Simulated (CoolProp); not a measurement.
Vapour-liquid equilibrium of propane (1) + sulfur dioxide (2) at 66.15 °C; x and y are mole fractions of (1).

Values from CoolProp's multi-fluid Helmholtz-energy mixture model, Lemmon 2009 and Gao 2016; pair parameters Bell 2016.

| x | bubble pressure, mixture model (kPa) | bubble pressure, Raoult's law (kPa) | y, mixture model | y, Raoult's law |
|---|---|---|---|---|
| 0.05 | 1776 | 1345 | 0.264 | 0.089 |
| 0.125 | 2219 | 1428 | 0.414 | 0.210 |
| 0.2 | 2453 | 1511 | 0.478 | 0.317 |
| 0.275 | 2580 | 1594 | 0.512 | 0.413 |
| 0.35 | 2661 | 1678 | 0.537 | 0.500 |
| 0.425 | 2720 | 1761 | 0.560 | 0.579 |
| 0.5 | 2768 | 1844 | 0.586 | 0.650 |
| 0.575 | ___ | 1927 | 0.617 | 0.715 |
| 0.65 | ___ | 2010 | 0.655 | 0.775 |
| 0.725 | 2809 | 2093 | 0.702 | 0.831 |
| 0.8 | 2762 | 2176 | 0.760 | 0.881 |
| 0.875 | ___ | 2259 | 0.832 | 0.929 |
| 0.95 | 2527 | 2342 | 0.924 | 0.972 |

Fill in the missing entries.


- 0.575, bubble pressure, mixture model (kPa): 2803
- 0.65, bubble pressure, mixture model (kPa): 2819
- 0.875, bubble pressure, mixture model (kPa): 2671

The largest gap from Raoult's law is +62.3 % in bubble pressure, at x = 0.2. y crosses x between x = 0.65 and 0.725: the model has an azeotrope there.

The pair parameters rest on a limited set of measurements; away from them the model extrapolates. With so large a gap from Raoult's law the liquid may split in two, which this calculation doesn't test in full.
